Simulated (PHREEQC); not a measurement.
**Acid rinse or clean: speciation**

A solution holds 0.0013 mol HCl, 9.5e-05 mol FeCl3 and 0.26 mol CuCl2 per kg of water, at 25 °C. Closed to the air; pH follows from the charge balance.

Computed with PHREEQC (ion-association model, phreeqc.dat).

```yaml
pH: 3.00
ionic_strength: 0.654 mol/kgw
activity_of_water: 0.988
density: 1.028 g/cm³
total_alkalinity: -1.49 meq/kg
```

```csv
species,molality,activity,log γ
Cl-,0.456,0.288,-0.199
Cu+2,0.199,0.0459,-0.636
CuCl+,0.0565,0.0356,-0.200
CuCl2,0.00474,0.00551,0.065
H+,0.00134,0.00101,-0.122
FeCl+2,3.86e-5,7.54e-6,-0.709
FeOH+2,2.80e-5,5.48e-6,-0.709
FeCl2+,1.46e-5,9.71e-6,-0.177
Fe+3,1.08e-5,8.66e-7,-1.095
CuCl3-,8.94e-6,5.64e-6,-0.200
Fe(OH)2+,2.62e-6,1.78e-6,-0.169
CuOH+,7.13e-7,4.50e-7,-0.200
Cu2(OH)2+2,2.88e-7,8.86e-8,-0.512
```

Precipitation was switched off in this run. Saturation is exceeded, for instance for Hematite (slow to form), Goethite (slow to form); the values hold only as long as no solid forms. Complexes and solids missing from the database can't appear.
